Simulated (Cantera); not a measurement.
A freely propagating, adiabatic, planar premixed flame of 44.2 % H2, 14.2 % O2, 41.6 % N2, unburnt at 348 K and 1.00 bar; mixture-averaged transport, grid criteria slope 0.08 and curve 0.16, no radiation.

Detailed kinetics in Cantera: the H2/O2 subset of GRI-Mech 3.0, which has no nitrogen chemistry. Burning velocities carry a grid error of a few per cent, more on coarse grids.

**Question.** Predict: laminar burning velocity; thermal thickness; peak x(H); peak x(OH); peak x(O); peak x(HO2).

**Answer.** 
```json
{
 "laminar_burning_velocity": "473 cm/s",
 "thermal_thickness": "0.341 mm",
 "peak x(H)": "0.0931",
 "peak x(OH)": "0.0112",
 "peak x(O)": "0.00687",
 "peak x(HO2)": "0.000545"
}
```
